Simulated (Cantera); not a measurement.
Feed: 1 mol Cu2O, 0.37 mol H2, 2.1 mol N2, held at 1602 °C and 1 atm.

These are equilibrium values from Cantera (NASA tables, ideal gas, pure condensed phases), not measurements of a reactor. Candidate condensed phases: Cu, CuO, Cu(OH)2, Cu2O, H2O; 27 gas species. Each liquid is taken as pure. Mutual solubility and eutectic melting of coexisting phases are not modelled. The numbers say what is thermodynamically allowed, not how fast it happens.

Base state: N2 0.843, H2O 0.148, O2 0.00563, Cu 0.00123, NO 0.000899, OH 0.000523, H2 0.000207, O 1.79e-5 (mole fractions); condensed: Cu(l) + Cu2O(l).

Question: What changes in the equilibrium state with this change: pressure from 1 atm to 0.188 Torr?

Answer: 
| species | before | after |
|---|---|---|
| N2 | 0.843 | 0.435 |
| Cu | 0.00123 | 0.415 |
| H2O | 0.148 | 0.0715 |
| O2 | 0.00563 | 0.0625 |
| O | 1.79e-5 | 0.00380 |
| H | 9.36e-6 | 0.00181 |
| Cu2 | 3.21e-6 | 9.06e-5 |
| CuO | 1.13e-5 | 0.000200 |
| Cu(l), mol | 0.798 | 0 |
| Cu2O(l), mol | 0.600 | 0 |
